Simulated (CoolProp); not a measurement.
Values from CoolProp's reference Helmholtz-energy equation of state, Pan 2012.

### Question
For R236FA, give the phase and the speed of sound (m/s), Prandtl number at 282 K and 0.101 MPa; 296.5 K and 0.101 MPa.

### Answer
- 282 K and 0.101 MPa: gas; speed of sound 124, Prandtl number 0.738
- 296.5 K and 0.101 MPa: gas; speed of sound 128, Prandtl number 0.728

Viscosity comes from a separate model (Huber 2003), an estimate that may be off by 10 % or more. Thermal conductivity comes from a separate model (Huber 2003), an estimate that may be off by 10 % or more.
